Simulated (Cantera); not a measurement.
Feed: 1 mol TEOS, 20 mol N2O, 18 mol H2, held at 852 °C and 368 Torr.

Cantera equilibrium calculation (NASA polynomials, part measured and part estimated; ideal gas, pure solids and liquids). Candidate condensed phases: C, C6H6, C7H8, C8H18, H2O, Si, SiC, SiO2, Si2N2O, Si3N4; 151 gas species. The feed counts by its element totals alone. The numbers say what is thermodynamically allowed, not how fast it happens.

Base state: N2 0.357, H2 0.303, H2O 0.197, CO 0.0898, CO2 0.0531, NH3 1.36e-5 (mole fractions); condensed: SiO2(β-quartz).

### Question
What changes in the equilibrium state with this change: H2 from 18 to 0.24 mol?

### Answer
```csv
species,before,after
N2,0.357,0.523
H2O,0.197,0.208
CO2,0.0531,0.159
H2,0.303,0.0602
CO,0.0898,0.0506
NH3,1.36e-5,1.45e-6
"SiO2(β-quartz), mol",1.00,1.00
```
